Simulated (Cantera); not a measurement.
What does this Cantera script print?

```python
import numpy as np
import cantera as ct

gas = ct.Solution("gri30.yaml")
gas.TPX = 1148, 62000, {'CO': 0.0075, 'O2': 0.024, 'H2O': 0.027, 'N2': 1}
reactor = ct.IdealGasConstPressureReactor(gas, energy="off", clone=False)
net = ct.ReactorNet([reactor])
net.rtol, net.atol = 1e-08, 1e-18
show = ['CO', 'O2', 'H2O', 'OH', 'H2O2']
times = np.geomspace(3e-06, 10, 12)

steps = ct.SolutionArray(gas, extra=["t"])
rows = []
print(f"{'t/s':>10s}{'T/K':>9s}{'P/Pa':>11s}" + "".join(f"{s:>11s}" for s in show))
for t in times:
    while net.time < t:
        t_next = net.step()
        steps.append(gas.state, t=t_next)
    rows.append([np.interp(t, steps.t, y) for y in (steps.T, steps.P, *steps(*show).X.T)])
    print(f"{t:10.3e}{rows[-1][0]:9.1f}{rows[-1][1]:11.4g}" + "".join(f"{x:11.3e}" for x in rows[-1][2:]))
rate = np.gradient(steps.T, steps.t)
print("integrator steps:", len(steps.t))
if steps.T.max() > steps.T[0] + 200:
    print(f"time of steepest temperature rise: {steps.t[rate.argmax()]:.4e} s")
gas.TPX = 1148, 62000, {'CO': 0.0075, 'O2': 0.024, 'H2O': 0.027, 'N2': 1}
gas.equilibrate("TP")
print(f"equilibrium (TP): T = {gas.T:.1f} K  " + "  ".join(f"{s} {gas[s].X[0]:.3e}" for s in show))
```

Output:

```
       t/s      T/K       P/Pa         CO         O2        H2O         OH       H2O2
 3.000e-06   1148.0    6.2e+04  7.085e-03  2.267e-02  2.551e-02  1.491e-13  2.336e-19
 1.175e-05   1148.0    6.2e+04  7.085e-03  2.267e-02  2.551e-02  9.315e-13  3.468e-18
 4.604e-05   1148.0    6.2e+04  7.085e-03  2.267e-02  2.551e-02  8.326e-12  5.323e-17
 1.803e-04   1148.0    6.2e+04  7.085e-03  2.267e-02  2.551e-02  8.769e-11  1.176e-15
 7.064e-04   1148.0    6.2e+04  7.085e-03  2.267e-02  2.551e-02  1.315e-09  1.122e-13
 2.767e-03   1148.0    6.2e+04  7.083e-03  2.267e-02  2.551e-02  6.975e-07  5.646e-10
 1.084e-02   1148.0    6.2e+04  2.242e-03  2.028e-02  2.541e-02  8.967e-05  3.625e-07
 4.247e-02   1148.0    6.2e+04  1.872e-04  1.928e-02  2.557e-02  2.712e-05  8.890e-08
 1.664e-01   1148.0    6.2e+04  1.091e-05  1.920e-02  2.559e-02  7.761e-06  1.025e-08
 6.517e-01   1148.0    6.2e+04  4.543e-07  1.920e-02  2.560e-02  2.298e-06  1.017e-09
 2.553e+00   1148.0    6.2e+04  8.636e-09  1.920e-02  2.560e-02  8.649e-07  1.494e-10
 1.000e+01   1148.0    6.2e+04  4.211e-10  1.920e-02  2.560e-02  5.242e-07  5.559e-11
integrator steps: 1577
equilibrium (TP): T = 1148.0 K  CO 3.184e-10  O2 1.918e-02  H2O 2.560e-02  OH 4.497e-07  H2O2 4.112e-11
```

Cantera simulation using GRI-Mech 3.0 (53 species, 325 reactions); the numbers are that mechanism's predictions, not measurements.
